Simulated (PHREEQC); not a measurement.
PHREEQC input (ion-association model, wateq4f.dat):

```
SOLUTION_MASTER_SPECIES
  An  An-  0  An  62.0  # stands for a non-complexing anion
SOLUTION_SPECIES
  An- = An-
    -log_k 0
    -gamma 3.0 0
PHASES
  Fix_H+
    H+ = H+
    -log_k 0
SOLUTION 1
  temp 25
  units mmol/kgw
  pH 7 charge
  S(6) 0.0094
  Cu(2) 0.0094
  Cl 0.00044
  Ba 0.00022
  Na 5
  An 5
END
SELECTED_OUTPUT 1
  -reset false
  -pH true
  -pe true
  -ionic_strength true
  -water true
  -totals Ba Cl Cu Na S Cu(1) Cu(2) S(-2) S(6)
  -molalities Hfo_wOH Hfo_wOH2+ Hfo_wO- Hfo_sOH Hfo_sOH2+ Hfo_sO- Hfo_sOHBa+2 Hfo_wOBa+ Hfo_wSO4- Hfo_wOHSO4-2
    Hfo_sOCu+ Hfo_wOCu+
  -saturation_indices Barite Cu(OH)2 Brochantite Antlerite Atacamite Halite Mirabilite Chalcanthite
USER_PUNCH 1
  -headings sigma psi
  10 PUNCH EDL("sigma", "Hfo"), EDL("psi", "Hfo")
PRINT
  -reset false
USE solution 1
SURFACE 1
  Hfo_wOH 5.16854e-05 600 0.023
  Hfo_sOH 1.29213e-06
EQUILIBRIUM_PHASES 1
  Fix_H+ -3 HAn 10
    -force_equality true
  O2(g) -0.68 10
END
# ... the last block is repeated for the other 16 points of pH, with NaOH or the acid as the point needs
```

Selected output (columns that matter, 14 of 17 rows; pH added in front):

```
pH	mu	Ba	Cu	Na	S	si_Barite	si_Cu(OH)2	si_Brochantite	si_Antlerite	si_Atacamite	si_Halite	si_Mirabilite	si_Chalcanthite	sigma
3	0.0061207	2.2e-07	9.3996e-06	0.005	2.7029e-08	-4.578	-7.8054	-25.751	-19.535	-15.064	-10.312	-11.31	-10.275	0.20111
3.5	0.0053799	2.2e-07	9.3966e-06	0.005	4.2942e-08	-4.3403	-6.7979	-22.491	-17.283	-13.547	-10.308	-11.076	-10.038	0.16164
4	0.0051446	2.2e-07	9.371e-06	0.005	1.1554e-07	-3.8982	-5.7966	-19.046	-14.84	-12.043	-10.306	-10.635	-9.5969	0.11982
5	0.0050421	2.2e-07	8.4207e-06	0.005	1.3693e-06	-2.8193	-3.8424	-12.152	-9.8991	-9.1346	-10.306	-9.5565	-8.5648	0.058784
5.5	0.0050303	2.2e-07	6.6991e-06	0.005	3.2583e-06	-2.4424	-2.943	-9.1772	-7.8242	-7.8359	-10.306	-9.1795	-8.2885	0.043106
6	0.0050196	2.2e-07	3.4914e-06	0.005	5.3689e-06	-2.2253	-2.2345	-7.1257	-6.4813	-6.9188	-10.306	-8.9622	-8.3627	0.033816
6.5	0.0050214	2.2e-07	1.1467e-06	0.0050086	7.3138e-06	-2.0912	-1.7804	-6.1752	-5.9848	-6.5107	-10.305	-8.8264	-8.7743	0.026482
7.5	0.0050279	2.1998e-07	3.6231e-07	0.0050174	9.3065e-06	-1.9869	-1.4341	-6.6854	-6.8413	-6.8181	-10.304	-8.7203	-10.323	0.010496
8	0.0050292	2.1984e-07	3.7545e-07	0.0050192	9.3889e-06	-1.9834	-1.39	-7.5049	-7.705	-7.2298	-10.304	-8.7162	-11.275	0.004562
8.5	0.0050319	2.1859e-07	3.9848e-07	0.0050222	9.3988e-06	-1.9855	-1.3601	-8.385	-8.6149	-7.67	-10.304	-8.7152	-12.245	-0.0001785
9	0.0050397	2.0824e-07	4.2678e-07	0.0050303	9.3999e-06	-2.0067	-1.3296	-9.263	-9.5234	-8.109	-10.303	-8.7139	-13.215	-0.0049789
10	0.005138	5.1883e-08	5.534e-07	0.0051302	9.4e-06	-2.6127	-1.2168	-10.813	-11.186	-8.8837	-10.295	-8.6987	-15.103	-0.0203
10.5	0.0053734	9.6025e-09	6.8087e-07	0.0053669	9.4e-06	-3.3512	-1.1273	-11.458	-11.921	-9.2055	-10.277	-8.6639	-16.017	-0.034787
11	0.0061213	1.7357e-09	9.3071e-07	0.0061165	9.4e-06	-4.1118	-0.9935	-11.932	-12.528	-9.4399	-10.224	-8.5634	-16.892	-0.058615
```

The database's constant for dissolved Cu(OH)2 is higher than later reviews accept. The oxide is taken as insoluble; below pH 4 it would dissolve.
